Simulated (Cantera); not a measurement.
Input: 1 mol SiCl4, 13 mol H2O, 11 mol H2, equilibrated at 527 °C and 13.3 mbar.

Equilibrium computed with Cantera from the NASA thermochemical tables; the gas is ideal and each condensed phase is pure. Candidate condensed phases: H2O, Si, SiO2; 30 gas species. Kinetics and transport are ignored.

Base state: H2 0.423, H2O 0.423, HCl 0.154 (mole fractions); condensed: SiO2(α-quartz).

Task: What changes in the equilibrium state with this change: SiCl4 replaced by HMDSO?

Result: 
```csv
species,before,after
H2,0.423,0.777
CO,0,0.110
H2O,0.423,0.0674
HCl,0.154,0
CO2,0,0.0404
CH4,0,0.00431
"SiO2(α-quartz), mol",1.00,2.00
```
The feed counts by its element totals alone. Further candidate phases: C, C6H6, C7H8, C8H18, SiC.
